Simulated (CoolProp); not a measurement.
A single-stage vapour-compression cycle with n-perfluoropentane: evaporating at 294.15 K (dew point), condensing at 345.15 K (bubble point), superheat 8 K, subcooling 0 K, compressor efficiency 0.6, no pressure losses. Each further row changes one setting.

Computed with CoolProp (reference Helmholtz-energy equation of state, Gao 2022).

```csv
case,cooling COP,pressure ratio,discharge temperature (K),refrigerating effect (kJ/kg),volumetric capacity (kJ/m³)
as stated,2.04,5.22,345.1,43.8,387
evaporating temperature 299.15 K,2.47,4.31,345.1,(withheld),506
condensing temperature 340.15 K,(withheld),(withheld),340.2,49.5,438
subcooling 5 K,(withheld),5.22,345.1,49.5,438
superheat 18 K,(withheld),5.22,345.1,(withheld),(withheld)
compressor efficiency 0.5,1.70,5.22,345.1,43.8,387
```

Task: Fill in the missing entries.

Result: 
- evaporating temperature 299.15 K, refrigerating effect (kJ/kg): 47.7
- condensing temperature 340.15 K, cooling COP: 2.48
- condensing temperature 340.15 K, pressure ratio: 4.56
- subcooling 5 K, cooling COP: 2.31
- superheat 18 K, cooling COP: 2.25
- superheat 18 K, refrigerating effect (kJ/kg): 52.1
- superheat 18 K, volumetric capacity (kJ/m³): 444

The compression ends wet for: as stated; evaporating temperature 299.15 K; condensing temperature 340.15 K; subcooling 5 K; superheat 18 K; compressor efficiency 0.5.
